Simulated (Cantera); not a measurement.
## Reactions in the system N-Nb-O

Cantera with NASA thermochemical tables; ideal gases at 1 bar, condensed phases pure. Values are per mole of reaction as written; species without (g) are pure solids or liquids, kept so even where they would boil at 1 bar.

Nb + 2 NO(g) ⇌ 2 N(g) + NbO₂(g)

| T (K) | ΔH° (kJ) | ΔS° (J/K) | ΔG° (kJ) | log10 K |
|---|---|---|---|---|
| 300 | 562.8 | 121.6 | 526.3 | -91.64 |
| 2125 | 561.3 | 123.7 | 298.4 | -7.33 |
| 2200 | 560.6 | 123.4 | 289.1 | -6.86 |
| 2275 | 559.8 | 123.1 | 279.9 | -6.43 |
| 2350 | 559.0 | 122.7 | 270.6 | -6.02 |
| 2425 | 558.1 | 122.3 | 261.5 | -5.63 |
| 2500 | 557.1 | 121.9 | 252.3 | -5.27 |
| 2575 | 556.0 | 121.5 | 243.2 | -4.93 |
| 2650 | 554.8 | 121.0 | 234.1 | -4.61 |
| 2725 | 553.5 | 120.6 | 225.0 | -4.31 |
